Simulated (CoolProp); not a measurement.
Fluorine along the isobar 6500 kPa: Z from the reference equation and from simpler models built on Tc = 144.4 K, pc = 5240 kPa, ω = 0.045; each cubic takes its own stable root.

Model: reference Helmholtz-energy equation of state, de Reuck 1990, in CoolProp.

```json
[
 {"T (K)": "136.7", "phase": "liquid", "reference": "0.2066"},
 {"T (K)": "150.8", "phase": "supercritical", "reference": "0.3886"},
 {"T (K)": "165", "phase": "supercritical", "reference": "0.6689"},
 {"T (K)": "179.1", "phase": "supercritical", "reference": "0.7715"},
 {"T (K)": "193.2", "phase": "supercritical", "reference": "0.8331"},
 {"T (K)": "207.3", "phase": "supercritical", "reference": "0.8744"},
 {"T (K)": "221.4", "phase": "supercritical", "reference": "0.9038"},
 {"T (K)": "235.5", "phase": "supercritical", "reference": "0.9255"},
 {"T (K)": "249.6", "phase": "supercritical", "reference": "0.9420"},
 {"T (K)": "263.7", "phase": "supercritical", "reference": "0.9548"}
]
```

Q: How far does each simpler model (van der Waals, Soave-Redlich-Kwong) lie from the reference over these 10 states: mean and median of the absolute difference, and the worst?

A: 
- van der Waals: mean 6.7 %, median 3.2 %, worst +39.7 % at 136.7 K and 6500 kPa
- Soave-Redlich-Kwong: mean 1.8 %, median 0.7 %, worst +8.2 % at 136.7 K and 6500 kPa
